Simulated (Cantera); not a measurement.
Equilibrium for abatement and gas-phase synthesis: NH3 + H2O + H2

Feed: 1 mol NH3, 1.4 mol H2O, 4.4 mol H2, equilibrated at 723 K and 0.00190 bar.

Method: chemical equilibrium by Gibbs-energy minimisation in Cantera with the NASA 1993 tables (ideal gas, pure condensed phases). Candidate condensed phases: H2O; 24 gas species. The numbers say what is thermodynamically allowed, not how fast it happens.

```
Property       Result
----------  ---------
x(H2)           0.756
x(H2O)          0.179
x(N2)          0.0641
x(NH3)        2.22e-6
gas amount  7.800 mol
```
